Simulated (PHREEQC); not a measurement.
Consider water at 25 °C with 1.4 mmol/kgw CdSO4, 84 mmol/kgw KCl and 1.1 mmol/kgw NiCl2. Closed to the air; pH follows from the charge balance.

All values are PHREEQC results (ion-association model, wateq4f.dat), not measurements.

Each row changes one thing in this solution. Precipitation was switched off in this run.

```tsv
case	pH	SO4-2 (mol/kgw)	CdCl+ (mol/kgw)	Cd+2 (mol/kgw)	KSO4- (mol/kgw)	CdCl2 (mol/kgw)	SI of CdOHCl (CdOHCl)
as made	6.26	0.00111	0.000894	0.000293	0.000245	0.000188	-2.39
CdSO4 from 0.0014 to 0.00126 mol/kgw	…	0.001000	0.000806	0.000263	0.000221	0.000170	…
temperature from 25 to 10 °C	6.36	0.00116	0.000896	0.000302	0.000198	0.000180	-2.55
diluted 100-fold with water	6.95	1.39e-5	9.32e-7	1.30e-5	7.14e-8	3.12e-9	-4.60
diluted 10-fold with water	6.69	0.000132	4.85e-5	8.84e-5	5.25e-6	1.42e-6	-3.17
NiCl2 left out	…	0.00113	0.000894	0.000297	0.000253	0.000185	…
NiCl2 from 0.0011 to 0.00022 mol/kgw	6.29	0.00113	0.000894	0.000296	0.000251	0.000185	-2.36
```

Complete the blanks.


- CdSO4 from 0.0014 to 0.00126 mol/kgw, pH: 6.28
- CdSO4 from 0.0014 to 0.00126 mol/kgw, SI of CdOHCl (CdOHCl): -2.42
- NiCl2 left out, pH: 6.30
- NiCl2 left out, SI of CdOHCl (CdOHCl): -2.35

Complexes and solids missing from the database can't appear. In wateq4f.dat the enthalpy of Ni(OH)2 has the wrong sign, so its saturation index can't be trusted away from 25 °C. Constants without temperature data keep their 25 °C values here.
